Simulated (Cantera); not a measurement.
Feed: 1 mol K2CO3, 0.2 mol H2O, a varied amount of H2, held at 1600 K and 0.220 bar.

Equilibrium computed with Cantera from the NASA thermochemical tables; the gas is ideal and each condensed phase is pure. Candidate condensed phases: C, C6H6, C7H8, C8H18, H2O, K, KOH, KO2, K2CO3, K2O, K2O2; 116 gas species. Equilibrium is a limit: real reactors are often held back by kinetics, nucleation or transport.

log p: log10 of the partial pressure in bar; n: condensed amount in mol.

| n(H2) (mol) | log p KOH | log p CO2 | log p K | log p H2O | log p CO | n K2CO3(l) |
|---|---|---|---|---|---|---|
| 0.015 | -0.93 | -1.19 | -1.97 | -1.58 | -3.26 | 0.838 |
| 0.055 | -0.97 | -1.20 | -1.59 | -1.67 | -2.52 | 0.775 |
| 0.095 | -1.00 | -1.21 | -1.47 | -1.73 | -2.30 | 0.715 |
| 0.13 | -1.02 | -1.21 | -1.42 | -1.77 | -2.20 | 0.663 |
| 0.17 | -1.03 | -1.22 | -1.38 | -1.80 | -2.13 | [?] |
| 0.21 | -1.04 | -1.22 | -1.35 | -1.83 | -2.08 | [?] |
| 0.26 | -1.05 | -1.23 | -1.32 | -1.85 | -2.04 | [?] |
| 0.3 | -1.06 | -1.23 | -1.31 | -1.87 | -2.01 | [?] |

Problem. Fill in the missing entries.

Solution. 
- 0.17, n K2CO3(l): 0.603
- 0.21, n K2CO3(l): 0.544
- 0.26, n K2CO3(l): 0.471
- 0.3, n K2CO3(l): 0.412
